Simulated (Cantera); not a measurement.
# Premixed flame

A freely propagating, adiabatic, planar premixed flame of 9.04 % CH4, 18.6 % O2, 70.1 % N2, 2.26 % H2O, equivalence ratio 0.97, unburnt at 325 K and 4.93 atm; multicomponent transport, grid criteria slope 0.08 and curve 0.16, no radiation.

Model: GRI-Mech 3.0 (53 species, 325 reactions), integrated in Cantera. Burning velocities carry a grid error of a few per cent, more on coarse grids.

| z (mm) | T (K) | u (m/s) | x CH4 | x O2 | x H2O | x NO2 | x C2H6 | x NO |
|---|---|---|---|---|---|---|---|---|
| -0.514 | 325 | 0.193 | 0.0904 | 0.186 | 0.0226 | <1e-8 | <1e-8 | <1e-8 |
| -0.343 | 328 | 0.194 | 0.0901 | 0.186 | 0.0230 | <1e-8 | 2.20e-7 | <1e-8 |
| -0.257 | 342 | 0.203 | 0.0893 | 0.185 | 0.0247 | 5.67e-8 | 2.10e-6 | <1e-8 |
| -0.171 | 453 | 0.270 | 0.0835 | 0.177 | 0.0373 | 5.95e-7 | 3.45e-5 | 1.38e-7 |
| -0.0857 | 961 | 0.579 | 0.0550 | 0.134 | 0.0899 | 2.02e-6 | 0.000393 | 3.31e-6 |
| -0.0428 | 1397 | 0.845 | 0.0282 | 0.0904 | 0.133 | 7.17e-7 | 0.000652 | 9.48e-6 |
| 0 | 1815 | 1.10 | 0.00430 | 0.0428 | 0.174 | 4.77e-8 | 6.03e-5 | 1.77e-5 |
| 0.0428 | 1980 | 1.19 | 7.27e-5 | 0.0217 | 0.187 | 2.43e-8 | 1.90e-8 | 2.66e-5 |
| 0.0857 | 2047 | 1.23 | 7.60e-7 | 0.0163 | 0.190 | 2.72e-8 | <1e-8 | 3.14e-5 |
| 0.171 | 2114 | 1.26 | <1e-8 | 0.0125 | 0.194 | 2.98e-8 | <1e-8 | 3.65e-5 |
| 0.343 | 2166 | 1.29 | <1e-8 | 0.00983 | 0.197 | 3.13e-8 | <1e-8 | 4.27e-5 |
| 0.685 | 2196 | 1.31 | <1e-8 | 0.00822 | 0.200 | 3.12e-8 | <1e-8 | 5.04e-5 |
| 1.37 | 2208 | 1.31 | <1e-8 | 0.00752 | 0.200 | 3.37e-8 | <1e-8 | 6.18e-5 |
x: mole fraction of selected species; z is measured from the peak of heat release.

```
Quantity                      Value
------------------------  ---------
laminar burning velocity  19.2 cm/s
thermal thickness          0.171 mm
peak x(C2H6)               0.000659
grid points                     145
```
